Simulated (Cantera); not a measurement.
An adiabatic, constant-pressure homogeneous reactor starts with 3.64 % CH4, 20.2 % O2, 76.1 % N2, equivalence ratio 0.36, at 1725 K and 3.00 bar.

Detailed kinetics in Cantera: GRI-Mech 3.0 (53 species, 325 reactions).

One state of this run: T (K) = 2428; x CH4 = <1e-12; x O2 = 0.126; x HO2 = 8.77e-6; x CH2O = <1e-12; x H2 = 0.000468; x C2H4 = <1e-12; x NO = 0.00306. x: mole fraction; the columns are a selection and need not sum to one.

**Question.** Which value of t (s) does it belong to?
A. 4.00e-6
B. 0.00342
C. 1.23e-5
D. 0.000117

**Answer.** B, 0.00342
